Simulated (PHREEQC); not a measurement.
Dissolve 0.255 mol HF, 0.0011 mol NH4F and 0.0058 mol H3PO4 per kg of water at 25 °C. Closed to the air; pH follows from the charge balance.

Model: ion-association model, wateq4f.dat, run in PHREEQC.

This is a speciation only: nothing precipitates in the calculation.

Question: Estimate the pH, ionic strength.

Answer: pH 1.90; ionic strength 0.0150 mol/kgw.

Question: In which forms is P present?

Answer: H3PO4 62 %, H2PO4- 38 % of the P.

wateq4f.dat counts part of the HF as a dimer, H2F2, which phreeqc.dat doesn't know; its constant is uncertain. H3PO4, which wateq4f.dat lacks, is added to it with the constant of phreeqc.dat.
